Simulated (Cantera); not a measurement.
An adiabatic, constant-pressure homogeneous reactor starts with H2 : O2 : N2 = 1 : 0.595 : 5.71 (molar parts), at 1525 K and 3.95 atm.

Computed with Cantera and the H2/O2 subset of GRI-Mech 3.0, which has no nitrogen chemistry. The hydrogen kinetics of GRI-Mech 3.0 are dated; newer H2 mechanisms differ, most at raised pressure.

Task: Predict: time of steepest temperature rise; temperature at 0.800 s; equilibrium temperature; x(H2) at 0.800 s; x(O2) at 0.800 s; x(H2O) at 0.800 s; x(H2O2) at 0.800 s; x(H) at 0.800 s.

Result: 
| Item | Result |
|---|---|
| time of steepest temperature rise | 6.11 µs |
| temperature at 0.800 s | 2440 K |
| equilibrium temperature | 2440 K |
| x(H2) at 0.800 s | 0.00267 (gas-phase equilibrium 0.00267) |
| x(O2) at 0.800 s | 0.0138 (gas-phase equilibrium 0.0138) |
| x(H2O) at 0.800 s | 0.141 (gas-phase equilibrium 0.141) |
| x(H2O2) at 0.800 s | 2.04e-7 (gas-phase equilibrium 2.04e-7) |
| x(H) at 0.800 s | 0.000499 (gas-phase equilibrium 0.000499) |
